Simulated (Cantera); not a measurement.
**Moist CO burnout**

An isothermal, constant-pressure homogeneous reactor starts with CO : O2 : H2O : N2 = 0.0023 : 0.012 : 0.00015 : 1 (molar parts), at 1125 K and 0.365 atm.

Computed with Cantera and GRI-Mech 3.0 (53 species, 325 reactions).

```
t (s)         x CO    x O2     x H2O     x CO2     x NO       x O     x NO2
--------  --------  ------  --------  --------  -------  --------  --------
4.00e-6    0.00227  0.0118  0.000148    <1e-12   <1e-12    <1e-12    <1e-12
1.88e-5    0.00227  0.0118  0.000148  2.59e-12   <1e-12  2.58e-12    <1e-12
8.85e-5    0.00227  0.0118  0.000148  1.22e-11   <1e-12  1.22e-11    <1e-12
0.000417   0.00227  0.0118  0.000148  5.73e-11   <1e-12  5.71e-11    <1e-12
0.00196    0.00227  0.0118  0.000148  2.74e-10   <1e-12  2.69e-10    <1e-12
0.00922    0.00227  0.0118  0.000148   1.54e-9   <1e-12   1.40e-9    <1e-12
0.0434     0.00227  0.0118  0.000148   3.18e-8   <1e-12   2.31e-8    <1e-12
0.204      0.00163  0.0115  0.000140  0.000638  9.60e-9  0.000106  2.74e-11
0.960     0.000128  0.0108  0.000147   0.00214  9.88e-8   9.06e-6  8.93e-10
4.52       5.67e-6  0.0107  0.000148   0.00226  1.29e-7   4.46e-7   3.13e-9
21.3       1.38e-7  0.0107  0.000148   0.00227  1.36e-7   2.57e-8   2.54e-9
100       9.26e-10  0.0107  0.000148   0.00227  1.39e-7   5.11e-9   1.22e-9
```
x: mole fraction; the columns are a selection and need not sum to one.

Equilibrium at this temperature and pressure: CO 9.63e-11, O2 0.0107, H2O 0.000148, CO2 0.00227, NO 2.70e-5, O 7.90e-10, NO2 9.16e-8 (gas phase only).
